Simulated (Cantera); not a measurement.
Feed: 1 mol Si, 1.4 mol CO2, 790 mol N2, at 2780 Torr.

Cantera equilibrium calculation (NASA polynomials, part measured and part estimated; ideal gas, pure solids and liquids). Candidate condensed phases: C, Si, SiC, SiO2, Si2N2O, Si3N4; 34 gas species. N2 is the only nitrogen source here; it is nearly inert below about 1500 K, so the nitride shown seldom forms there in practice. Mutual solubility and eutectic melting of coexisting phases are not modelled. The tables hold silica as quartz up to 1696 K and as liquid above; real silica turns to tridymite and cristobalite and melts near 1996 K. The numbers say what is thermodynamically allowed, not how fast it happens.

x: gas mole fraction; n: condensed amount in mol.

```json
[
 {"T (K)": "1098", "x N2": "0.999", "x CO": "0.00106", "x CO2": "3.83e-7", "x SiO": "<1e-12", "n C(graphite)": "0.558", "n SiO2(β-quartz)": "0.972", "n Si2N2O(s)": "0.0142"},
 {"T (K)": "1148", "x N2": "0.998", "x CO": "0.00177", "x CO2": "6.60e-7", "x SiO": "___", "n C(graphite)": "0", "n SiO2(β-quartz)": "0.600", "n Si2N2O(s)": "0.200"},
 {"T (K)": "1198", "x N2": "0.998", "x CO": "0.00177", "x CO2": "6.83e-7", "x SiO": "___", "n C(graphite)": "0", "n SiO2(β-quartz)": "0.600", "n Si2N2O(s)": "0.200"},
 {"T (K)": "1248", "x N2": "0.998", "x CO": "0.00177", "x CO2": "7.06e-7", "x SiO": "___", "n C(graphite)": "0", "n SiO2(β-quartz)": "0.600", "n Si2N2O(s)": "0.200"},
 {"T (K)": "1298", "x N2": "0.998", "x CO": "0.00177", "x CO2": "7.28e-7", "x SiO": "___", "n C(graphite)": "0", "n SiO2(β-quartz)": "0.600", "n Si2N2O(s)": "0.200"},
 {"T (K)": "1348", "x N2": "0.998", "x CO": "0.00177", "x CO2": "7.50e-7", "x SiO": "___", "n C(graphite)": "0", "n SiO2(β-quartz)": "0.600", "n Si2N2O(s)": "0.200"},
 {"T (K)": "1398", "x N2": "0.998", "x CO": "0.00177", "x CO2": "7.71e-7", "x SiO": "___", "n C(graphite)": "0", "n SiO2(β-quartz)": "0.600", "n Si2N2O(s)": "0.200"},
 {"T (K)": "1448", "x N2": "0.998", "x CO": "0.00177", "x CO2": "7.92e-7", "x SiO": "___", "n C(graphite)": "0", "n SiO2(β-quartz)": "0.600", "n Si2N2O(s)": "0.200"}
]
```

### Question
Fill in the missing entries.

### Answer

- 1148, x SiO: 1.58e-12
- 1198, x SiO: 1.45e-11
- 1248, x SiO: 1.12e-10
- 1298, x SiO: 7.28e-10
- 1348, x SiO: 4.13e-9
- 1398, x SiO: 2.06e-8
- 1448, x SiO: 9.17e-8
